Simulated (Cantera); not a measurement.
An isothermal, constant-pressure homogeneous reactor starts with CH₄ : CO₂ : H₂ = 1 : 1 : 1.5 (molar parts), at 1475 K and 1500000 Pa. Integrator tolerance rtol = 1e-08.

Model: GRI-Mech 3.0 (53 species, 325 reactions), integrated in Cantera. The pressure lies above the range GRI-Mech 3.0 was tuned for (to about 10 atm).

Question: What does this change do: pressure from 1500000 Pa to 13300 Pa?

Answer: 
```tsv
quantity	before	after
x(CH₄) at 100 s	0.108 (gas-phase equilibrium 0.0117)	0.0214 (gas-phase equilibrium 0.000107)
x(CO₂) at 100 s	0.0233 (gas-phase equilibrium 0.00222)	0.0199 (gas-phase equilibrium 2.09e-5)
x(H₂) at 100 s	0.470 (gas-phase equilibrium 0.618)	0.538 (gas-phase equilibrium 0.636)
x(CH₂CO) at 100 s	1.09e-6 (gas-phase equilibrium 1.04e-7)	3.90e-6 (gas-phase equilibrium 9.40e-10)
x(CH₂O) at 100 s	1.01e-6 (gas-phase equilibrium 1.47e-6)	2.99e-8 (gas-phase equilibrium 1.36e-8)
```

Question: What does this change do: CO2 1 to 2.2 parts?

Answer: 
| quantity | before | after |
|---|---|---|
| x(CH₄) at 100 s | 0.108 (gas-phase equilibrium 0.0117) | 0.0322 (gas-phase equilibrium 0.000278) |
| x(CO₂) at 100 s | 0.0233 (gas-phase equilibrium 0.00222) | 0.0723 (gas-phase equilibrium 0.0540) |
| x(H₂) at 100 s | 0.470 (gas-phase equilibrium 0.618) | 0.340 (gas-phase equilibrium 0.397) |
| x(CH₂CO) at 100 s | 1.09e-6 (gas-phase equilibrium 1.04e-7) | 5.79e-7 (gas-phase equilibrium 4.54e-9) |
| x(CH₂O) at 100 s | 1.01e-6 (gas-phase equilibrium 1.47e-6) | 9.55e-7 (gas-phase equilibrium 1.12e-6) |
